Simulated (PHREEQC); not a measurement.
0.17 g of hydrous ferric oxide (600 m²/g; 0.2 weak and 0.005 strong sites per Fe, Dzombak-Morel constants, diffuse double layer) in 1 kg of water with 0.001 mol/kgw of an inert sodium salt, at 25 °C; the pH is set by adding NaOH or the inert anion's acid. Oxygen alone is held at its pressure in air (log pO2 = -0.68). The system is closed to CO2. Precipitation was switched off in this run.

Base run: PHREEQC, ion-association model, wateq4f.dat. Each further column changes one thing. The table gives surface charge σ (C/m²).

```
pH      base  background salt from 0.001 to 0.0001 mol/kgw  oxide from 0.17 to 0.85 g/kgw  0.0001 mol/kgw MgCl2 added
----  ------  --------------------------------------------  -----------------------------  --------------------------
4      0.119                                         0.069                          0.127                       0.128
4.38   0.087                                         0.043                          0.092                       0.095
4.75   0.063                                         0.028                          0.067                       0.070
5.5    0.031                                         0.012                          0.032                       0.035
5.88   0.021                                         0.007                          0.022                       0.024
6.25   0.014                                         0.005                          0.015                       0.016
6.62   0.009                                         0.003                          0.010                       0.011
7.38   0.003                                         0.001                          0.003                       0.004
7.75   0.002                                         0.000                          0.002                       0.002
8.12   0.000                                         0.000                          0.000                       0.001
8.5   -0.002                                        -0.001                         -0.002                       0.000
9.25  -0.006                                        -0.002                         -0.006                      -0.003
9.62  -0.010                                        -0.004                         -0.010                      -0.005
10    -0.016                                        -0.007                         -0.016                      -0.008
```
